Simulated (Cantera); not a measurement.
Charge: 1 mol SiH₂Cl₂, 8 mol NH₃, equilibrated at 1350 K and 0.000830 bar.

These are equilibrium values from Cantera (NASA tables, ideal gas, pure condensed phases), not measurements of a reactor. Candidate condensed phases: NH₄Cl, Si, Si₃N₄; 28 gas species. The tables' values for SiCl₃ are old estimates; treat these amounts as uncertain. The numbers say what is thermodynamically allowed, not how fast it happens.

Base state: H₂ 0.694, N₂ 0.194, HCl 0.110, SiCl₂ 0.00243, H 6.89e-5, SiCl₃ 6.77e-5 (mole fractions); condensed: Si₃N₄(s).

Task: What changes in the equilibrium state with this change: NH₃ from 8 to 13 mol?

Result: 
```csv
species,before,after
H₂,0.694,0.714
N₂,0.194,0.214
HCl,0.110,0.0712
SiCl₂,0.00243,0.000925
SiCl₃,6.77e-5,1.64e-5
H,6.89e-5,6.99e-5
"Si₃N₄(s), mol",0.319,0.325
```
